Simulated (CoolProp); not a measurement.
Model: reference Helmholtz-energy equation of state, Thol 2019, in CoolProp.

Task: For n-pentane, give the phase and the density (kg/m³), speed of sound (m/s), fugacity coefficient at 8.05 °C and 842 kPa; 8.05 °C and 1010 kPa.

Result: 
- 8.05 °C and 842 kPa: liquid; density 639, speed of sound 1090, fugacity coefficient 0.0422
- 8.05 °C and 1010 kPa: liquid; density 639, speed of sound 1100, fugacity coefficient 0.0355
